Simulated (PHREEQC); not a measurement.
Consider water at 20 °C with 0.016 mol/kgw CuSO4, 0.00079 mol/kgw H2SO4 and 0.017 mol/kgw NaCl. Closed to the air; pH follows from the charge balance.

The numbers come from PHREEQC with the ion-association model, phreeqc.dat.

```
quantity                    before    after
------------------------  --------  -------
pH                            3.03     4.44
ionic strength (mol/kgw)    0.0621   0.0627
SO4-2 (mol/kgw)             0.0111   0.0115
HSO4- (mol/kgw)           0.000485  1.94e-5
```

Which change was made?
A. 0.0016 mol/kgw NaHCO3 added
B. CuSO4 from 0.016 to 0.0016 mol/kgw
C. CuSO4 left out
D. NaCl left out

A, 0.0016 mol/kgw NaHCO3 added

This is a speciation only: nothing precipitates in the calculation.
